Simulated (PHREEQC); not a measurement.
## Alkaline etch or developer: an equilibrium model

Dissolve 0.02 mol/kgw LiOH and 4.1e-05 mol/kgw Na2CO3 at 25 °C. Closed to the air; pH follows from the charge balance.

Equilibrium calculation in PHREEQC: ion-association model, phreeqc.dat.

No solid was allowed to form.

Question: Estimate the pH, specific conductance.

Answer: pH 12.23; specific conductance 4310 µS/cm.

Species that the database lacks are ignored.
